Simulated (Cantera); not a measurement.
**Equilibrium for chlorosilane synthesis and conversion: SiCl4 + H2**

Charge: 1 mol SiCl4, 1.6 mol H2, held at 1.00 bar.

These are equilibrium values from Cantera (NASA tables, ideal gas, pure condensed phases), not measurements of a reactor. Candidate condensed phases: Si; 19 gas species. The tables' values for SiCl3 are old estimates; treat these amounts as uncertain. Equilibrium is a limit: real reactors are often held back by kinetics, nucleation or transport.

From 798 K to 1198 K nothing is condensed. The main Si-bearing gas is SiCl4 throughout.

| T (K) | x H2 | x SiCl4 | x HCl | x SiHCl3 | x SiCl3 |
|---|---|---|---|---|---|
| 798 | 0.601 | 0.371 | 0.0141 | 0.0140 | 1.20e-5 |
| 848 | 0.596 | 0.366 | 0.0189 | 0.0187 | 4.18e-5 |
| 898 | 0.591 | 0.360 | 0.0246 | 0.0241 | 0.000126 |
| 948 | 0.584 | 0.354 | 0.0310 | 0.0301 | 0.000338 |
| 998 | 0.577 | 0.347 | 0.0381 | 0.0364 | 0.000812 |
| 1048 | 0.570 | 0.339 | 0.0461 | 0.0428 | 0.00178 |
| 1098 | 0.561 | 0.330 | 0.0552 | 0.0488 | 0.00357 |
| 1148 | 0.552 | 0.320 | 0.0657 | 0.0538 | 0.00659 |
| 1198 | 0.541 | 0.308 | 0.0784 | 0.0571 | 0.0112 |
x: gas mole fraction; nothing condenses.
